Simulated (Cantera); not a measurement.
Input: 1 mol TiO2, 0.53 mol C, 0.23 mol H2, held at 2648 K and 160 Pa.

Equilibrium computed with Cantera from the NASA thermochemical tables; the gas is ideal and each condensed phase is pure. Candidate condensed phases: C, C6H6, C7H8, C8H18, H2O, Ti, TiC, TiO, TiO2, Ti2O3, Ti3O5, Ti4O7; 113 gas species. The numbers say what is thermodynamically allowed, not how fast it happens.

Base state: CO 0.369, TiO 0.255, H 0.236, TiO2 0.0871, H2 0.0412, O 0.00478, Ti 0.00303, OH 0.00130 (mole fractions); condensed: Ti3O5(l).

Task: What changes in the equilibrium state with this change: temperature from 2648 K to 2050 K?

Result: 
```tsv
species	before	after
CO	0.369	0.686
H2	0.0412	0.283
H	0.236	0.0301
TiO	0.255	0.000960
TiO2	0.0871	2.58e-5
O	0.00478	1.08e-7
O2	4.39e-5	<1e-9
OH	0.00130	1.40e-6
Ti	0.00303	6.10e-5
CO2	0.00127	6.13e-5
Ti3O5(l), mol	0.169	0
TiO(l), mol	0	0.0594
Ti2O3(s), mol	0	0.470
```
Mutual solubility and eutectic melting of coexisting phases are not modelled. TiO: taken at fixed stoichiometry.

Task: What changes in the equilibrium state with this change: C from 0.53 to 0.46 mol?

Result: 
```csv
species,before,after
CO,0.369,0.366
H,0.236,0.262
TiO,0.255,0.212
H2,0.0412,0.0507
TiO2,0.0871,0.0955
O2,4.39e-5,7.61e-5
H2O,0.000934,0.00151
Ti,0.00303,0.00192
OH,0.00130,0.00190
"Ti3O5(l), mol",0.169,0.204
```
